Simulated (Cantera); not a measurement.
Charge: 1 mol MgO, 0.014 mol H2, equilibrated at 1675 K and 750 Torr.

These are equilibrium values from Cantera (NASA tables, ideal gas, pure condensed phases), not measurements of a reactor. Candidate condensed phases: H2O, Mg, MgO, Mg(OH)2; 15 gas species. The numbers say what is thermodynamically allowed, not how fast it happens.

Base state: H2 0.999, H2O 0.000241, Mg 0.000238, H 0.000116 (mole fractions); condensed: MgO(s).

Q: What changes in the equilibrium state with this change: 0.00015 mol O2 added?

A: 
```json
[
 {"species": "H2", "before": "0.999", "after": "0.978"},
 {"species": "H2O", "before": "0.000241", "after": "0.0214"},
 {"species": "H", "before": "0.000116", "after": "0.000115"},
 {"species": "Mg", "before": "0.000238", "after": "2.61e-6"},
 {"species": "MgO(s), mol", "before": "1.000", "after": "1.00"}
]
```

Q: What changes in the equilibrium state with this change: 0.048 mol HF added?

A: 
```
species         before     after
------------  --------  --------
H2O           0.000241     0.370
HF                   0     0.321
H2               0.999     0.309
MgF2                 0  0.000822
Mg            0.000238   4.79e-8
H             0.000116   6.45e-5
MgO(s), mol      1.000     0.983
MgF2(l), mol         0    0.0167
```
Mutual solubility and eutectic melting of coexisting phases are not modelled. Further candidate phases: MgF2.
